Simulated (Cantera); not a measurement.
Fluorocarbon and chlorocarbon gases: CHF3 + HCl + H2

Charge: 1 mol CHF3, 0.016 mol HCl, 1.3 mol H2, equilibrated at 7.50 Torr.

Cantera equilibrium calculation (NASA polynomials, part measured and part estimated; ideal gas, pure solids and liquids). Candidate condensed phases: C, C6H6, C7H8, C8H18; 118 gas species. Kinetics and transport are ignored.

```json
[
 {"T (°C)": "1150", "x HF": "0.905", "x H": "2.00e-5", "x F": "3.06e-9", "x H2": "0.0905", "x C3": "<1e-12", "x C": "<1e-12", "x CF": "<1e-12", "n C(graphite)": "1.000"},
 {"T (°C)": "1350", "x HF": "0.905", "x H": "0.000208", "x F": "1.30e-7", "x H2": "0.0904", "x C3": "<1e-12", "x C": "<1e-12", "x CF": "5.93e-11", "n C(graphite)": "1.000"},
 {"T (°C)": "1550", "x HF": "0.904", "x H": "0.00130", "x F": "2.44e-6", "x H2": "0.0898", "x C3": "2.29e-11", "x C": "4.63e-11", "x CF": "4.33e-9", "n C(graphite)": "1.000"},
 {"T (°C)": "1750", "x HF": "0.902", "x H": "0.00562", "x F": "2.61e-5", "x H2": "0.0874", "x C3": "4.85e-9", "x C": "4.97e-9", "x CF": "1.36e-7", "n C(graphite)": "0.999"},
 {"T (°C)": "1950", "x HF": "0.896", "x H": "0.0182", "x F": "0.000188", "x H2": "0.0807", "x C3": "3.83e-7", "x C": "2.29e-7", "x CF": "2.33e-6", "n C(graphite)": "0.998"},
 {"T (°C)": "2150", "x HF": "0.882", "x H": "0.0456", "x F": "0.00103", "x H2": "0.0662", "x C3": "1.44e-5", "x C": "5.58e-6", "x CF": "2.64e-5", "n C(graphite)": "0.996"},
 {"T (°C)": "2350", "x HF": "0.855", "x H": "0.0889", "x F": "0.00484", "x H2": "0.0446", "x C3": "0.000307", "x C": "8.33e-5", "x CF": "0.000226", "n C(graphite)": "0.989"},
 {"T (°C)": "2550", "x HF": "0.804", "x H": "0.139", "x F": "0.0200", "x H2": "0.0245", "x C3": "0.00418", "x C": "0.000846", "x CF": "0.00157", "n C(graphite)": "0.930"},
 {"T (°C)": "2750", "x HF": "0.664", "x H": "0.193", "x F": "0.0638", "x H2": "0.0130", "x C3": "0.0398", "x C": "0.00630", "x CF": "0.00774", "n C(graphite)": "0.378"},
 {"T (°C)": "2950", "x HF": "0.478", "x H": "0.269", "x F": "0.143", "x H2": "0.00812", "x C3": "0.0499", "x C": "0.0204", "x CF": "0.0142", "n C(graphite)": "0"}
]
```
x: gas mole fraction; n: condensed amount in mol.

From 1150 °C to 2750 °C the condensed part is C(graphite). At 2950 °C nothing is condensed. The main C-bearing gas is C2H2 (acetylene) at 1150 °C and C3 at 2950 °C.
